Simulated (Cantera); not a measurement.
Cantera run:

```python
import numpy as np
import cantera as ct

gas_names = """
    CL CL2 H HCL H2 N NH NH2 NH3 N2 N2H2 N2H4 Si SiCL SiCL2 SiCL3 SiCL4 SiH SiHCL3 SiH2 SiH2CL2 SiH3
    SiH3CL SiH4 SiN Si2 Si2N Si3
""".split()
cond_names = """
    NH4CL(a) NH4CL(b) Si(cr) Si(L) Si3N4(a)
""".split()


# ... load() reads the species with a 1 bar reference pressure and builds the phases ...
atoms = {
    'SiH2Cl2': {'Si': 1, 'H': 2, 'CL': 2},
    'NH3': {'N': 1, 'H': 3},
    'H2': {'H': 2},
}
top_T = {'Si3N4(a)': 2400}  # K; cautious upper limits of use, not melting points


# ... equilibrate(T, P, feed) seeds the gas with the atoms and calls Mixture.equilibrate('TP', solver="gibbs", rtol=1e-10, max_steps=50000) ...
results = []
feed = {'SiH2Cl2': 1, 'NH3': 29, 'H2': 0.17}  # mol
for P in [5, 21, 85, 350, 1400, 5900, 24000, 100000]:
    for T in [750, 850, 950, 1050, 1150, 1250, 1350, 1450, 1550, 1650, 1750, 1850]:
        mix = equilibrate(T, P, feed)
        results.append((T, P, feed, dict(zip(mix.species_names, mix.species_moles))))

for T, P, feed, n in results:
    print(f"{T:7g} {P:10.4g}  " + (" + ".join(c for c in cond_names if n.get(c, 0) > 1e-12) or "gas only"))
```

Output:

```
    750          5  Si3N4(a)
    850          5  Si3N4(a)
    950          5  Si3N4(a)
   1050          5  Si3N4(a)
   1150          5  Si3N4(a)
   1250          5  Si3N4(a)
   1350          5  Si3N4(a)
   1450          5  Si(cr)
   1550          5  Si(cr)
   1650          5  Si(cr)
   1750          5  gas only
   1850          5  gas only
    750         21  Si3N4(a)
    850         21  Si3N4(a)
    950         21  Si3N4(a)
   1050         21  Si3N4(a)
   1150         21  Si3N4(a)
   1250         21  Si3N4(a)
   1350         21  Si3N4(a)
   1450         21  Si3N4(a)
   1550         21  Si(cr)
   1650         21  Si(cr)
   1750         21  Si(L)
   1850         21  gas only
    750         85  Si3N4(a)
    850         85  Si3N4(a)
    950         85  Si3N4(a)
   1050         85  Si3N4(a)
   1150         85  Si3N4(a)
   1250         85  Si3N4(a)
   1350         85  Si3N4(a)
   1450         85  Si3N4(a)
   1550         85  Si3N4(a)
   1650         85  Si(cr)
   1750         85  Si(L)
   1850         85  Si(L)
    750        350  Si3N4(a)
    850        350  Si3N4(a)
    950        350  Si3N4(a)
   1050        350  Si3N4(a)
   1150        350  Si3N4(a)
   1250        350  Si3N4(a)
   1350        350  Si3N4(a)
   1450        350  Si3N4(a)
   1550        350  Si3N4(a)
   1650        350  Si3N4(a)
   1750        350  Si(L)
   1850        350  Si(L)
    750       1400  Si3N4(a)
    850       1400  Si3N4(a)
    950       1400  Si3N4(a)
   1050       1400  Si3N4(a)
   1150       1400  Si3N4(a)
   1250       1400  Si3N4(a)
   1350       1400  Si3N4(a)
   1450       1400  Si3N4(a)
   1550       1400  Si3N4(a)
   1650       1400  Si3N4(a)
   1750       1400  Si(L)
   1850       1400  Si(L)
    750       5900  Si3N4(a)
    850       5900  Si3N4(a)
    950       5900  Si3N4(a)
   1050       5900  Si3N4(a)
   1150       5900  Si3N4(a)
   1250       5900  Si3N4(a)
   1350       5900  Si3N4(a)
   1450       5900  Si3N4(a)
   1550       5900  Si3N4(a)
   1650       5900  Si3N4(a)
   1750       5900  Si3N4(a)
   1850       5900  Si(L)
    750    2.4e+04  Si3N4(a)
    850    2.4e+04  Si3N4(a)
    950    2.4e+04  Si3N4(a)
   1050    2.4e+04  Si3N4(a)
   1150    2.4e+04  Si3N4(a)
   1250    2.4e+04  Si3N4(a)
   1350    2.4e+04  Si3N4(a)
   1450    2.4e+04  Si3N4(a)
   1550    2.4e+04  Si3N4(a)
   1650    2.4e+04  Si3N4(a)
   1750    2.4e+04  Si3N4(a)
   1850    2.4e+04  Si3N4(a)
    750      1e+05  Si3N4(a)
    850      1e+05  Si3N4(a)
    950      1e+05  Si3N4(a)
   1050      1e+05  Si3N4(a)
   1150      1e+05  Si3N4(a)
   1250      1e+05  Si3N4(a)
   1350      1e+05  Si3N4(a)
   1450      1e+05  Si3N4(a)
   1550      1e+05  Si3N4(a)
   1650      1e+05  Si3N4(a)
   1750      1e+05  Si3N4(a)
   1850      1e+05  Si3N4(a)
```

These are equilibrium values from Cantera (NASA tables, ideal gas, pure condensed phases), not measurements of a reactor. The tables' values for SiCl3 are old estimates.
